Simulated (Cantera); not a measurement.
Feed: 1 mol B₂O₃, 0.85 mol NH₃, held at 0.00133 bar.

Cantera equilibrium calculation (NASA polynomials, part measured and part estimated; ideal gas, pure solids and liquids). Candidate condensed phases: B, BN, B₂O₃, B₃O₃H₃, H₂O; 39 gas species. Kinetics and transport are ignored. All values below are at 1798 K.

Base state: H₂ 0.397, B₂O₃ 0.277, N₂ 0.156, HBO₂ 0.0877, HBO 0.0436, B₂O₂ 0.0182, BO 0.0119, H 0.00608 (mole fractions); condensed: gas only.

**Question.** What changes in the equilibrium state with this change: pressure from 0.00133 bar to 0.130 bar?

**Answer.** 
| species | before | after |
|---|---|---|
| H₂ | 0.397 | 0.682 |
| N₂ | 0.156 | 0.236 |
| HBO₂ | 0.0877 | 0.0260 |
| B₂O₃ | 0.277 | 0.0256 |
| BO | 0.0119 | 0.000492 |
| B₂O₂ | 0.0182 | 0.00304 |
| HBO | 0.0436 | 0.0233 |
| BO₂ | 0.000107 | 2.46e-6 |
| H | 0.00608 | 0.000807 |
| H₂O | 0.00204 | 0.00194 |
| B₂O₃(l), mol | 0 | 0.904 |
